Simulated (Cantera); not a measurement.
An adiabatic, constant-volume homogeneous reactor starts with H2 : O2 : N2 = 1 : 0.781 : 2.94 (molar parts), equivalence ratio 0.64, at 1775 K and 1.01 bar. Integrator tolerance rtol = 1e-08.

Cantera simulation using the H2/O2 subset of GRI-Mech 3.0, which has no nitrogen chemistry; the numbers are that mechanism's predictions, not measurements.

### Question
What does this change do: initial temperature 1775 to 1575 K?

### Answer
```csv
quantity,before,after
time of steepest temperature rise,6.27 µs,10.6 µs
temperature at 0.600 s,2920 K,2864 K
equilibrium temperature,2920 K,2864 K
x(H2) at 0.600 s,0.0203 (gas-phase equilibrium 0.0203),0.0166 (gas-phase equilibrium 0.0166)
x(O2) at 0.600 s,0.0595 (gas-phase equilibrium 0.0595),0.0601 (gas-phase equilibrium 0.0601)
x(H2O) at 0.600 s,0.181 (gas-phase equilibrium 0.181),0.191 (gas-phase equilibrium 0.191)
x(HO2) at 0.600 s,2.12e-5 (gas-phase equilibrium 2.12e-5),2.02e-5 (gas-phase equilibrium 2.02e-5)
x(OH) at 0.600 s,0.0391 (gas-phase equilibrium 0.0391),0.0346 (gas-phase equilibrium 0.0346)
```
